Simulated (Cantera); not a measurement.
Input: 1 mol CCl₄, 0.18 mol Si, 2.2 mol H₂, 0.012 mol CH₄, at 3248 K and 1.00 bar.

Equilibrium computed with Cantera from the NASA thermochemical tables; the gas is ideal and each condensed phase is pure. Candidate condensed phases: C, C₆H₆, C₇H₈, C₈H₁₈, Si, SiC; 109 gas species. The tables' values for SiCl, SiCl₃, CCl are old estimates; treat these amounts as uncertain. Gases not in the tables: Si₂H₆ and higher silanes. Rates play no part.

Base state: HCl 0.438, Cl 0.267, H₂ 0.123, H 0.112, SiCl₂ 0.0185, C₂H₂ (acetylene) 0.0149, SiC₂ 0.00596, Si 0.00456 (mole fractions); condensed: C(graphite).

Task: What changes in the equilibrium state with this change: temperature from 3248 K to 2773.15 K?

Result: 
```json
[
 {"species": "HCl", "before": "0.438", "after": "0.702"},
 {"species": "H₂", "before": "0.123", "after": "0.124"},
 {"species": "Cl", "before": "0.267", "after": "0.102"},
 {"species": "H", "before": "0.112", "after": "0.0262"},
 {"species": "C₂H₂ (acetylene)", "before": "0.0149", "after": "0.00379"},
 {"species": "SiCl₂", "before": "0.0185", "after": "0.0361"},
 {"species": "C₅", "before": "0.000130", "after": "1.97e-7"},
 {"species": "C₄", "before": "2.32e-5", "after": "3.80e-8"},
 {"species": "C₂", "before": "0.000380", "after": "2.20e-6"},
 {"species": "C(graphite), mol", "before": "0.651", "after": "0.971"}
]
```
The tables' values for SiCl₃, SiCl are old estimates; treat these amounts as uncertain.
